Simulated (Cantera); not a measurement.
Input (Python, Cantera):

```python
import numpy as np
import cantera as ct

gas = ct.Solution("gri30.yaml", transport_model="mixture-averaged")
show = ['NH3', 'OH', 'N2']

rows = []
print(f"{'T/K':>7s}{'rho':>11s}{'cp':>10s}{'mu':>11s}{'lambda':>11s}{'Pr':>7s}" + "".join(f"{'D_' + s:>11s}" for s in show))
for T in [400, 550, 700, 850, 1000, 1150, 1300, 1450, 1600]:
    gas.TPX = T, 2666, {'H2': 0.86}
    Pr = gas.cp_mass * gas.viscosity / gas.thermal_conductivity
    D = [gas.mix_diff_coeffs_mole[gas.species_index(s)] for s in show]
    rows.append([gas.density, gas.cp_mass, gas.viscosity, gas.thermal_conductivity, Pr, *D])
    print(f"{T:7g}{gas.density:11.4e}{gas.cp_mass:10.1f}{gas.viscosity:11.4e}"
          f"{gas.thermal_conductivity:11.4e}{Pr:7.3f}" + "".join(f"{d:11.4e}" for d in D))
print("SI units: kg/m3, J/kg/K, Pa s, W/m/K, m2/s")
```

It prints:

```
    T/K        rho        cp         mu     lambda     Pr      D_NH3       D_OH       D_N2
    400 1.6161e-03   14522.5 1.0869e-05 2.2910e-01  0.689 5.1364e-03 6.6749e-03 4.8220e-03
    550 1.1753e-03   14518.0 1.3370e-05 2.8192e-01  0.689 8.9898e-03 1.1373e-02 8.2272e-03
    700 9.2346e-04   14555.7 1.5629e-05 3.3105e-01  0.687 1.3618e-02 1.6991e-02 1.2298e-02
    850 7.6050e-04   14779.1 1.7717e-05 3.7957e-01  0.690 1.8948e-02 2.3453e-02 1.6981e-02
   1000 6.4642e-04   14961.9 1.9676e-05 4.2830e-01  0.687 2.4931e-02 3.0705e-02 2.2237e-02
   1150 5.6211e-04   15271.7 2.1533e-05 4.7734e-01  0.689 3.1529e-02 3.8703e-02 2.8033e-02
   1300 4.9725e-04   15588.9 2.3305e-05 5.2658e-01  0.690 3.8709e-02 4.7415e-02 3.4344e-02
   1450 4.4581e-04   15906.5 2.5006e-05 5.7586e-01  0.691 4.6448e-02 5.6809e-02 4.1151e-02
   1600 4.0401e-04   16218.9 2.6644e-05 6.2501e-01  0.691 5.4725e-02 6.6860e-02 4.8433e-02
SI units: kg/m3, J/kg/K, Pa s, W/m/K, m2/s
```

Cantera simulation using GRI-Mech 3.0 (53 species, 325 reactions); the numbers are that mechanism's predictions, not measurements.
